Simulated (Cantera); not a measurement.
**Boron, boron nitride and boron oxide: B + NH3 + H2**

Input: 1 mol B, 0.53 mol NH3, 0.34 mol H2, held at 2225 K and 75.0 Torr.

Cantera equilibrium calculation (NASA polynomials, part measured and part estimated; ideal gas, pure solids and liquids). Candidate condensed phases: B, BN; 15 gas species. Mutual solubility and eutectic melting of coexisting phases are not modelled. The tables' values for BH2 are old estimates; treat these amounts as uncertain. Gases not in the tables: B2H6 and higher boranes. Rates play no part.

| Property | Result |
|---|---|
| x(H2) | 0.954 |
| x(N2) | 0.0240 |
| x(H) | 0.0200 |
| x(BH2) | 0.00142 |
| x(B) | 3.84e-5 |
| x(BH3) | 1.78e-5 |
| x(BH) | 1.29e-5 |
| x(BN) | 1.21e-6 |
| n(B(s)) | 0.525 mol |
| n(BN(s)) | 0.474 mol |
| gas amount | 1.175 mol |
